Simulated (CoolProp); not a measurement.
Vapour pressure (kPa) of methane: the reference equation beside estimates from Tc = 190.6 K, pc = 4599 kPa, ω = 0.011. Clausius-Clapeyron is anchored at 99.6 K with a constant enthalpy of vaporisation of 8.520 kJ/mol.

Values from CoolProp's reference Helmholtz-energy equation of state, Setzmann 1991.

| T (K) | reference | Lee-Kesler | Clausius-Clapeyron | van der Waals | Soave-Redlich-Kwong | Peng-Robinson |
|---|---|---|---|---|---|---|
| 96.7 | 24.06 | 23.32 | 24.21 | 141.2 | 22.59 | 24.34 |
| 99.6 | 32.97 | 32.05 | 32.97 | 171.5 | 31.21 | 33.31 |
| 102.5 | 44.31 | 43.22 | 44.10 | 206.2 | 42.26 | 44.74 |
| 105.5 | 59.07 | 57.81 | 58.61 | 247.1 | 56.73 | 59.59 |
| 108.4 | 76.76 | 75.36 | 76.00 | 291.6 | 74.16 | 77.38 |
| 111.3 | 98.30 | 96.80 | 97.23 | 341.4 | 95.50 | 99.03 |
| 114.2 | 124.2 | 122.7 | 122.8 | 396.7 | 121.3 | 125.1 |
| 117.1 | 155.1 | 153.6 | 153.4 | 457.9 | 152.1 | 156.1 |
| 120 | 191.4 | 190.0 | 189.5 | 525.2 | 188.5 | 192.6 |
| 123 | 235.5 | 234.2 | 233.4 | 601.4 | 232.8 | 236.9 |
| 125.9 | 284.8 | 283.9 | 282.8 | 681.9 | 282.6 | 286.5 |

Absolute difference from the reference over all 11 rows, mean and median: Lee-Kesler 1.6 and 1.5 %, Clausius-Clapeyron 0.8 and 0.9 %, van der Waals 272.9 and 247.3 %, Soave-Redlich-Kwong 3.1 and 2.8 %, Peng-Robinson 0.8 and 0.7 %.
